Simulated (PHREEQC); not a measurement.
Solution (25 °C): 6.5 mmol/kgw CaSO4, 0.49 mmol/kgw Na2HPO4 and 0.33 mmol/kgw KCl. Closed to the air; pH follows from the charge balance.

The numbers come from PHREEQC with the ion-association model, phreeqc.dat.

This is a speciation only: nothing precipitates in the calculation.

Task: Order these S species by the share of S that they hold, largest first: NaSO4-, CaSO4, SO4-2, KSO4-.

Result: SO4-2 (78 %), CaSO4 (22 %), NaSO4- (0.22 %), KSO4- (0.10 %)

The pH is 7.83 and the ionic strength 0.0210 mol/kgw. Examples of supersaturated solids here: Hydroxyapatite. Others may be too.
